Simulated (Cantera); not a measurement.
An isothermal, constant-pressure homogeneous reactor starts with CH4 : H2O = 1 : 3.6 (molar parts), at 2000 K and 1.01 bar.

Model: GRI-Mech 3.0 (53 species, 325 reactions), integrated in Cantera.

One state of this run: x CH4 = 0.164; x H2O = 0.757; x O2 = 1.04e-7; x C2H4 = 0.0106; x H2O2 = 1.25e-9; x H = 0.000281; x CH3 = 0.00979. x: mole fraction; the columns are a selection and need not sum to one.

Q: Which value of t (s) does it belong to?
A. 1.22
B. 0.000197
C. 6.00e-6
D. 3.44e-5

A: D, 3.44e-5
